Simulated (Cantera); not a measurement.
Cantera run:

```python
import numpy as np
import cantera as ct

gas_names = """
    CL CL2 H HCL H2 N NH NH2 NH3 N2 N2H2 N2H4 Si SiCL SiCL2 SiCL3 SiCL4 SiH SiHCL3 SiH2 SiH2CL2 SiH3
    SiH3CL SiH4 SiN Si2 Si2N Si3
""".split()
cond_names = """
    NH4CL(a) NH4CL(b) Si(cr) Si(L) Si3N4(a)
""".split()


# ... load() reads the species with a 1 bar reference pressure and builds the phases ...
atoms = {
    'SiH2Cl2': {'Si': 1, 'H': 2, 'CL': 2},
    'N2': {'N': 2},
}
top_T = {'Si3N4(a)': 2400}  # K; cautious upper limits of use, not melting points


# ... equilibrate(T, P, feed) seeds the gas with the atoms and calls Mixture.equilibrate('TP', solver="vcs", rtol=1e-11, max_steps=5000) ...
results = []
feed = {'SiH2Cl2': 1, 'N2': 0.64}  # mol
T = 873  # K
P = 1500  # Pa
mix = equilibrate(T, P, feed)
results.append((T, P, feed, dict(zip(mix.species_names, mix.species_moles))))
x = sorted(zip(gas.X, gas.species_names), reverse=True)
print(f"T = {T:g} K  P = {P:g} Pa  gas = {mix.phase_moles(0):.4g} mol")
print("   x: " + "  ".join(f"{s} {v:.3e}" for v, s in x if v > 1e-05))
print("   condensed (mol): " + ("  ".join(f"{mix.phase(i).name} {mix.phase_moles(i):.4g}"
      for i in range(1, mix.n_phases) if mix.phase_moles(i) > 1e-12) or "none"))
```

Output:

```
T = 873 K  P = 1500 Pa  gas = 1.87 mol
   x: HCL 4.090e-01  H2 3.300e-01  SiCL4 1.648e-01  N2 9.584e-02  SiHCL3 2.848e-04  SiCL3 1.081e-05
   condensed (mol): Si3N4(a) 0.2304
```

Equilibrium computed with Cantera from the NASA thermochemical tables; the gas is ideal and each condensed phase is pure. N2 is the only nitrogen source here; it is nearly inert below about 1500 K, so the nitride shown seldom forms there in practice. The tables' values for SiCl3 are old estimates; treat these amounts as uncertain.
